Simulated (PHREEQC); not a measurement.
## Brine with buffer: speciation

Solution A (2.3 mol NaOH and 1.4 mol KBr per kg of water) is mixed with solution B (0.009 mol H3BO3, 8.3e-05 mol Na2CO3 and 0.11 mol KCl per kg of water) at 20 °C; shares are by mass of water, 1 kg in all. No CO2 enters from the air. The run lets Halite, Kalicinite, Nahcolite, Natron, Sylvite, Trona, Borax, Boric_acid,s, KB5O8:4H2O, K2B4O7:4H2O, NaBO2:4H2O, NaB5O8:5H2O, Teepleite precipitate or redissolve, and no other solid.

The series has 21 steps of share of solution B, from 0 to 1.

Model: Pitzer model, pitzer.dat, run in PHREEQC.

Task: Between which two steps does the pH jump most, and from what to what?

Result: Between share of solution B = 0.95 and 1: from 13.05 to 7.13.

In brines, pH and single-ion activities rest on the MacInnes convention.
